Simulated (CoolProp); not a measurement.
Model: reference Helmholtz-energy equation of state, Jacobsen 1992, in CoolProp.

### Question
Give the vapour pressure (kPa), enthalpy of vaporisation (kJ/kg), liquid cp (kJ/(kg K)), vapour Z of saturated R11 at 242.5, 260, 382.6 K.

### Answer
```json
[
 {"T (K)": "242.5", "p (kPa)": "8.86", "enthalpy of vaporisation (kJ/kg)": "200", "liquid cp (kJ/(kg K))": "0.838", "vapour Z": "0.993"},
 {"T (K)": "260", "p (kPa)": "22.1", "enthalpy of vaporisation (kJ/kg)": "194", "liquid cp (kJ/(kg K))": "0.849", "vapour Z": "0.987"},
 {"T (K)": "382.6", "p (kPa)": "1000", "enthalpy of vaporisation (kJ/kg)": "141", "liquid cp (kJ/(kg K))": "1.01", "vapour Z": "0.820"}
]
```
